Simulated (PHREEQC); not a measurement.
Solution (25 °C): 0.092 mol KH2PO4 and 0.00041 mol Na2B4O7 per kg of water. Closed to the air; pH follows from the charge balance.

The numbers come from PHREEQC with the ion-association model, phreeqc.dat.

```
quantity                    before    after
------------------------  --------  -------
pH                            4.89     7.98
ionic strength (mol/kgw)    0.0937    0.265
HPO4-2 (mol/kgw)          0.000907   0.0866
H3PO4 (mol/kgw)           0.000133  5.59e-9
PO4-3 (mol/kgw)           1.23e-10  2.61e-5
```

What was changed between the two runs?
A. Na2B4O7 left out
B. KH2PO4 replaced by (NH4)2HPO4 at the same molality
C. diluted 2-fold with water
D. temperature from 25 to 5 °C
E. KH2PO4 from 0.092 to 0.46 mol/kgw

B, KH2PO4 replaced by (NH4)2HPO4 at the same molality

This is a speciation only: nothing precipitates in the calculation.
